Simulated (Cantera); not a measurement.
Cu + NH3 + H2 (metals in furnace atmospheres)

Charge: 1 mol Cu, 0.79 mol NH3, 11 mol H2, equilibrated at 0.230 bar.

Equilibrium computed with Cantera from the NASA thermochemical tables; the gas is ideal and each condensed phase is pure. Candidate condensed phases: Cu; 11 gas species. Rates play no part.

From 1225 K to 1300 K the condensed part is Cu(s). From 1375 K to 1675 K the condensed part is Cu(l). The main Cu-bearing gas is Cu throughout.

```csv
T (K),x H2,x N2,x Cu,x H,n Cu(s),n Cu(l)
1225,0.969,0.0314,1.05e-7,6.40e-7,1.000,0
1300,0.969,0.0314,6.86e-7,2.27e-6,1.000,0
1375,0.969,0.0314,3.58e-6,7.03e-6,0,1.000
1450,0.969,0.0314,1.50e-5,1.94e-5,0,1.000
1525,0.969,0.0314,5.41e-5,4.85e-5,0,0.999
1600,0.968,0.0314,0.000173,0.000112,0,0.998
1675,0.968,0.0314,0.000496,0.000238,0,0.994
```
x: gas mole fraction; n: condensed amount in mol.
